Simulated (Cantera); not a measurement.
What does this Cantera script print?

```python
import numpy as np
import cantera as ct

gas_names = """
    C CN CO CO2 C2 CCN CNC C2N2 C2O C3 C3O2 C4 C4N2 C5 N NCO NO NO2 NO3 N2 N2O O O2 O3 Pb PbO Pb2
""".split()
cond_names = """
    C(gr) Pb(cr) Pb(L) PbO(rd) PbO(yw) PbO(L) PbO2(s) Pb3O4(s)
""".split()


def load(file, names, dense=False):
    # The tables refer to 1 bar. Condensed volumes are neglected.
    table = {s.name: s for s in ct.Species.list_from_file(file)}
    out = []
    for n in names:
        d = dict(table[n].input_data)
        d["thermo"] = dict(d["thermo"], **{"reference-pressure": 1e5})
        if dense:
            d["equation-of-state"] = {"model": "constant-volume", "density": "1e6 g/cm^3"}
        out.append(ct.Species.from_dict(d))
    return out


gas = ct.Solution(thermo="ideal-gas", species=load("nasa_gas.yaml", gas_names))
cond = {s.name: ct.Solution(thermo="fixed-stoichiometry", species=[s], name=s.name)
        for s in load("nasa_condensed.yaml", cond_names, dense=True)}
atoms = {
    'PbO': {'Pb': 1, 'O': 1},
    'C': {'C': 1},
    'N2': {'N': 2},
}
top_T = {'C(gr)': 4500, 'Pb3O4(s)': 820}  # K; cautious upper limits of use, not melting points


def equilibrate(T, P, feed):
    n = {}
    for name, mol in feed.items():
        for a, k in atoms[name].items():
            n[a] = n.get(a, 0.0) + k * mol
    gas.TPX = T, P, n
    mass = sum(n.values()) * gas.mean_molecular_weight
    gas.equilibrate("TP")
    valid = [c for c in cond.values() if c.min_temp <= T <= top_T.get(c.name, c.max_temp)]
    mix = ct.Mixture([(gas, mass / gas.mean_molecular_weight)] + [(c, 0.0) for c in valid])
    mix.T, mix.P = T, P
    mix.equilibrate("TP", solver="vcs", rtol=1e-11, max_steps=5000)
    return mix


results = []
feed = {'PbO': 1, 'C': 4.5, 'N2': 1.5}  # mol
P = 100000  # Pa
for T in [998, 1148, 1298, 1448, 1598, 1748, 1898, 2048, 2198]:
    mix = equilibrate(T, P, feed)
    results.append((T, P, feed, dict(zip(mix.species_names, mix.species_moles))))
    x = sorted(zip(gas.X, gas.species_names), reverse=True)
    print(f"T = {T:g} K  P = {P:g} Pa  gas = {mix.phase_moles(0):.4g} mol")
    print("   x: " + "  ".join(f"{s} {v:.3e}" for v, s in x if v > 0.0001))
    print("   condensed (mol): " + ("  ".join(f"{mix.phase(i).name} {mix.phase_moles(i):.4g}"
          for i in range(1, mix.n_phases) if mix.phase_moles(i) > 1e-12) or "none"))
```

Result:

```
T = 998 K  P = 100000 Pa  gas = 2.366 mol
   x: N2 6.339e-01  CO 3.094e-01  CO2 5.660e-02
   condensed (mol): C(gr) 3.634  Pb(L) 1
T = 1148 K  P = 100000 Pa  gas = 2.485 mol
   x: N2 6.035e-01  CO 3.900e-01  CO2 6.188e-03  Pb 2.802e-04
   condensed (mol): C(gr) 3.515  Pb(L) 0.9993
T = 1298 K  P = 100000 Pa  gas = 2.504 mol
   x: N2 5.990e-01  CO 3.976e-01  Pb 2.557e-03  CO2 8.375e-04
   condensed (mol): C(gr) 3.502  Pb(L) 0.9936
T = 1448 K  P = 100000 Pa  gas = 2.537 mol
   x: N2 5.913e-01  CO 3.939e-01  Pb 1.459e-02  CO2 1.659e-04
   condensed (mol): C(gr) 3.5  Pb(L) 0.963
T = 1598 K  P = 100000 Pa  gas = 2.658 mol
   x: N2 5.643e-01  CO 3.761e-01  Pb 5.956e-02
   condensed (mol): C(gr) 3.5  Pb(L) 0.8414
T = 1748 K  P = 100000 Pa  gas = 3.087 mol
   x: N2 4.859e-01  CO 3.239e-01  Pb 1.898e-01  Pb2 3.038e-04
   condensed (mol): C(gr) 3.5  Pb(L) 0.4122
T = 1898 K  P = 100000 Pa  gas = 3.498 mol
   x: N2 4.288e-01  CO 2.858e-01  Pb 2.849e-01  Pb2 4.856e-04
   condensed (mol): C(gr) 3.5
T = 2048 K  P = 100000 Pa  gas = 3.499 mol
   x: N2 4.287e-01  CO 2.858e-01  Pb 2.851e-01  Pb2 3.609e-04
   condensed (mol): C(gr) 3.5
T = 2198 K  P = 100000 Pa  gas = 3.499 mol
   x: N2 4.287e-01  CO 2.858e-01  Pb 2.852e-01  Pb2 2.775e-04
   condensed (mol): C(gr) 3.5
```

Cantera equilibrium calculation (NASA polynomials, part measured and part estimated; ideal gas, pure solids and liquids).
